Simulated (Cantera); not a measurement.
**Thermodynamics of silicon epitaxy and polysilicon growth, feed SiH4 + H2**

Charge: 1 mol SiH4, 210 mol H2, at 180 Pa.

Method: chemical equilibrium by Gibbs-energy minimisation in Cantera with the NASA 1993 tables (ideal gas, pure condensed phases). Candidate condensed phases: Si; 9 gas species. Gases not in the tables: Si2H6 and higher silanes. The numbers say what is thermodynamically allowed, not how fast it happens.

```json
[
 {"T (°C)": "750", "log p H2": "-2.74", "log p H": "-9.76", "log p Si": "<-14", "log p SiH": "<-14", "log p SiH2": "-12.49", "log p Si2": "<-14", "log p Si3": "<-14", "n Si(s)": "1.00", "n Si(l)": "0"},
 {"T (°C)": "850", "log p H2": "-2.74", "log p H": "-8.74", "log p Si": "-13.19", "log p SiH": "-13.16", "log p SiH2": "-11.39", "log p Si2": "<-14", "log p Si3": "<-14", "n Si(s)": "1.000", "n Si(l)": "0"},
 {"T (°C)": "950", "log p H2": "-2.74", "log p H": "-7.89", "log p Si": "-11.49", "log p SiH": "-11.75", "log p SiH2": "-10.47", "log p Si2": "<-14", "log p Si3": "<-14", "n Si(s)": "1.000", "n Si(l)": "0"},
 {"T (°C)": "1050", "log p H2": "-2.74", "log p H": "-7.17", "log p Si": "-10.05", "log p SiH": "-10.56", "log p SiH2": "-9.69", "log p Si2": "-13.57", "log p Si3": "-14.49", "n Si(s)": "1.000", "n Si(l)": "0"},
 {"T (°C)": "1150", "log p H2": "-2.74", "log p H": "-6.55", "log p Si": "-8.82", "log p SiH": "-9.54", "log p SiH2": "-9.02", "log p Si2": "-11.96", "log p Si3": "-12.78", "n Si(s)": "1.000", "n Si(l)": "0"},
 {"T (°C)": "1250", "log p H2": "-2.74", "log p H": "-6.01", "log p Si": "-7.74", "log p SiH": "-8.65", "log p SiH2": "-8.44", "log p Si2": "-10.57", "log p Si3": "-11.29", "n Si(s)": "0.997", "n Si(l)": "0"},
 {"T (°C)": "1350", "log p H2": "-2.75", "log p H": "-5.53", "log p Si": "-6.81", "log p SiH": "-7.88", "log p SiH2": "-7.93", "log p Si2": "-9.35", "log p Si3": "-9.99", "n Si(s)": "0.978", "n Si(l)": "0"},
 {"T (°C)": "1450", "log p H2": "-2.75", "log p H": "-5.11", "log p Si": "-6.01", "log p SiH": "-7.22", "log p SiH2": "-7.52", "log p Si2": "-8.33", "log p Si3": "-8.94", "n Si(s)": "0", "n Si(l)": "0.872"}
]
```
log p: log10 of the partial pressure in bar; n: condensed amount in mol.

From 750 °C to 1350 °C the condensed part is Si(s). At 1450 °C the condensed part is Si(l).
